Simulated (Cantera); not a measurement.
A perfectly stirred reactor is fed with NH₃ : H₂ = 1 : 14 (molar parts), at 1.00 bar; it is held at 1725 K, and followed from long to short residence time.

Cantera simulation using the gas-phase N/H chemistry of the illustrative SiF4/NH3 mechanism in the Surface Chemkin manual (1991); the numbers are that mechanism's predictions, not measurements. Walls and surfaces, which speed up NH3 decomposition in real reactors, are not modelled.

Task: What does this change do: temperature 1725 to 1575 K?

Result: 
```csv
quantity,before,after
x(NH₃) at τ = 4.50 s,0.0419,0.0647
x(H₂) at τ = 4.50 s,0.946,0.934
x(N₂) at τ = 4.50 s,0.0116,0.000933
x(N) at τ = 4.50 s,9.03e-9,4.72e-10
x(N₂H₄) at τ = 4.50 s,2.22e-9,1.51e-9
x(NH₃) at τ = 92.0 ms,0.0656,0.0666
x(H₂) at τ = 92.0 ms,0.934,0.933
x(N₂) at τ = 92.0 ms,0.000497,1.77e-5
x(N) at τ = 92.0 ms,1.17e-8,4.07e-10
x(N₂H₄) at τ = 92.0 ms,4.80e-9,1.43e-9
```
